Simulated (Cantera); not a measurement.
Input: 1 mol Al(CH3)3, 5 mol H2O, 70 mol N2, 0.37 mol O2, at 32.0 mbar.

Equilibrium computed with Cantera from the NASA thermochemical tables; the gas is ideal and each condensed phase is pure. Candidate condensed phases: Al, AlN, Al2O3, C, C6H6, C7H8, C8H18, H2O; 148 gas species. The feed counts by its element totals alone. Kinetics and transport are ignored.

**Question.** At 1575 K, list the 6 most abundant gas species with their mole fractions, and the condensed phases.

**Answer.** N2 0.848, H2 0.102, CO 0.0348, H2O 0.0134, CO2 0.00159, H 7.41e-5. Condensed: Al2O3(s).
